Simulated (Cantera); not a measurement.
Standard-state values (1 bar) from the NASA 1993 polynomials, evaluated with Cantera. Values are per mole of reaction as written; species without (g) are pure solids or liquids, kept so even where they would boil at 1 bar.

CO2(g) + C = 2 CO(g)

```json
[
 {"T (K)": "800", "ΔH° (kJ)": "…", "ΔS° (J/K)": "…", "ΔG° (kJ)": "…", "log10 K": "…"},
 {"T (K)": "900", "ΔH° (kJ)": "171.5", "ΔS° (J/K)": "176.3", "ΔG° (kJ)": "12.9", "log10 K": "-0.75"},
 {"T (K)": "1000", "ΔH° (kJ)": "…", "ΔS° (J/K)": "…", "ΔG° (kJ)": "…", "log10 K": "…"},
 {"T (K)": "1100", "ΔH° (kJ)": "…", "ΔS° (J/K)": "…", "ΔG° (kJ)": "…", "log10 K": "…"},
 {"T (K)": "1200", "ΔH° (kJ)": "168.6", "ΔS° (J/K)": "173.5", "ΔG° (kJ)": "-39.6", "log10 K": "1.72"},
 {"T (K)": "1300", "ΔH° (kJ)": "167.5", "ΔS° (J/K)": "172.6", "ΔG° (kJ)": "-56.9", "log10 K": "2.29"},
 {"T (K)": "1400", "ΔH° (kJ)": "166.4", "ΔS° (J/K)": "171.8", "ΔG° (kJ)": "-74.1", "log10 K": "2.77"}
]
```

### Question
Some entries are withheld; supply them.

### Answer

- 800, ΔH° (kJ): 172.3
- 800, ΔS° (J/K): 177.3
- 800, ΔG° (kJ): 30.5
- 800, log10 K: -1.99
- 1000, ΔH° (kJ): 170.6
- 1000, ΔS° (J/K): 175.4
- 1000, ΔG° (kJ): -4.7
- 1000, log10 K: 0.25
- 1100, ΔH° (kJ): 169.6
- 1100, ΔS° (J/K): 174.4
- 1100, ΔG° (kJ): -22.2
- 1100, log10 K: 1.05
